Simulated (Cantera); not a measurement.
A freely propagating, adiabatic, planar premixed flame of CH₄ : O₂ : N₂ = 1 : 1.54 : 5.5 (molar parts), unburnt at 400 K and 0.400 bar; mixture-averaged transport, grid criteria slope 0.08 and curve 0.16, no radiation.

Computed with Cantera and GRI-Mech 3.0 (53 species, 325 reactions). Burning velocities carry a grid error of a few per cent, more on coarse grids.

Predict: laminar burning velocity; thermal thickness; peak x(HCO); peak x(CH₃).


| Property | Value |
|---|---|
| laminar burning velocity | 64.5 cm/s |
| thermal thickness | 0.924 mm |
| peak x(HCO) | 5.57e-5 |
| peak x(CH₃) | 0.00457 |
